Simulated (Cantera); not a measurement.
A Cantera script and its output.

```python
import numpy as np
import cantera as ct

surf = ct.Interface("ptcombust.yaml", "Pt_surf")
gas = surf.adjacent["gas"]
gas.TPX = 898, 39000, {'CH4': 0.0062, 'O2': 0.21, 'N2': 0.79}
surf.TP = 898, 39000
reactor = ct.FlowReactor(gas, clone=False)
reactor.area = 0.0001  # m2
reactor.surface_area_to_volume_ratio = 1600  # 1/m
reactor.mass_flow_rate = 1.8 * reactor.area * gas.density  # inlet velocity 1.8 m/s
reactor.energy_enabled = False
wall = ct.ReactorSurface(surf, reactor, clone=False)
net = ct.ReactorNet([reactor])
net.rtol, net.atol = 1e-8, 1e-16
show, cover = ['CH4', 'O2', 'H2O', 'CO2', 'CO'], ['PT(S)', 'H(S)', 'O(S)', 'OH(S)', 'CO(S)', 'C(S)']

rows = []
print(f"{'z/m':>9s}{'u/(m/s)':>9s}" + "".join(f"{s:>13s}" for s in show + cover))
for z in [3.8e-05, 7.4e-05, 0.00014, 0.00027, 0.00053, 0.001, 0.002, 0.0038]:
    net.advance(z)
    rows.append([reactor.speed, *gas[show].X, *surf[cover].coverages])
    print(f"{z:9.4g}{rows[-1][0]:9.3g}" + "".join(f"{x:13.4e}" for x in rows[-1][1:]))
```

It prints:

```
      z/m  u/(m/s)          CH4           O2          H2O          CO2           CO        PT(S)         H(S)         O(S)        OH(S)        CO(S)         C(S)
  3.8e-05      1.8   6.1584e-03   2.0870e-01   6.7977e-06   3.1852e-06   2.1371e-07   1.0792e-01   2.1306e-09   8.9201e-01   7.2300e-05   2.6204e-06   9.7741e-09
  7.4e-05      1.8   6.1552e-03   2.0869e-01   1.3234e-05   6.2252e-06   3.9192e-07   1.0792e-01   2.3360e-09   8.9200e-01   7.9405e-05   2.6380e-06   9.7688e-09
  0.00014      1.8   6.1493e-03   2.0868e-01   2.5025e-05   1.1846e-05   6.6636e-07   1.0791e-01   2.6709e-09   8.9199e-01   9.0991e-05   2.6647e-06   9.7593e-09
  0.00027      1.8   6.1377e-03   2.0866e-01   4.8217e-05   2.3054e-05   1.0541e-06   1.0791e-01   3.2285e-09   8.9197e-01   1.1028e-04   2.7012e-06   9.7405e-09
  0.00053      1.8   6.1146e-03   2.0861e-01   9.4466e-05   4.5773e-05   1.4581e-06   1.0791e-01   4.1188e-09   8.9195e-01   1.4109e-04   2.7344e-06   9.7035e-09
    0.001      1.8   6.0730e-03   2.0853e-01   1.7762e-04   8.7134e-05   1.6747e-06   1.0791e-01   5.3569e-09   8.9191e-01   1.8392e-04   2.7400e-06   9.6373e-09
    0.002      1.8   5.9854e-03   2.0835e-01   3.5268e-04   1.7462e-04   1.7050e-06   1.0791e-01   7.3036e-09   8.9184e-01   2.5126e-04   2.7065e-06   9.4993e-09
   0.0038      1.8   5.8310e-03   2.0805e-01   6.6149e-04   3.2906e-04   1.6631e-06   1.0792e-01   9.8377e-09   8.9174e-01   3.3887e-04   2.6379e-06   9.2577e-09
```

Detailed kinetics in Cantera: Deutschmann's 1995 Pt surface mechanism with GRI-Mech 3.0 gas chemistry. Catalytic surfaces can have several steady states; this one follows from the mechanism file's or the stated starting coverage. Mass transfer to the wall is taken as infinitely fast.
